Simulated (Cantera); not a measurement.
Input: 1 mol Cr₂O₃, 15 mol H₂, held at 1625 °C.

Equilibrium computed with Cantera from the NASA thermochemical tables; the gas is ideal and each condensed phase is pure. Candidate condensed phases: Cr, Cr₂O₃, H₂O; 13 gas species. Rates play no part.

At 750 Pa, list the 4 most abundant gas species with their mole fractions, and the condensed phases.

H₂ 0.956, H₂O 0.0210, Cr 0.0139, H 0.00884. Condensed: Cr₂O₃(s).
